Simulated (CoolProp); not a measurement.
Aqueous magnesium chloride as a coolant, 11 % by mass, freezing at -9.8 °C, 1 atm.

The numbers come from the Melinder's fits for secondary coolants in CoolProp.

```json
[
 {"T (°C)": "-6.5", "Prandtl number": "25.2", "cp (kJ/(kg K))": "3.502", "viscosity (mPa s)": "3.78", "density (kg/m³)": "1099"},
 {"T (°C)": "1.5", "Prandtl number": "18.3", "cp (kJ/(kg K))": "3.519", "viscosity (mPa s)": "2.81", "density (kg/m³)": "1098"},
 {"T (°C)": "9.4", "Prandtl number": "13.8", "cp (kJ/(kg K))": "3.534", "viscosity (mPa s)": "2.17", "density (kg/m³)": "1096"},
 {"T (°C)": "17.4", "Prandtl number": "10.7", "cp (kJ/(kg K))": "3.549", "viscosity (mPa s)": "1.71", "density (kg/m³)": "1093"},
 {"T (°C)": "25.3", "Prandtl number": "8.36", "cp (kJ/(kg K))": "3.563", "viscosity (mPa s)": "1.37", "density (kg/m³)": "1090"},
 {"T (°C)": "33.3", "Prandtl number": "6.54", "cp (kJ/(kg K))": "3.576", "viscosity (mPa s)": "1.09", "density (kg/m³)": "1087"}
]
```
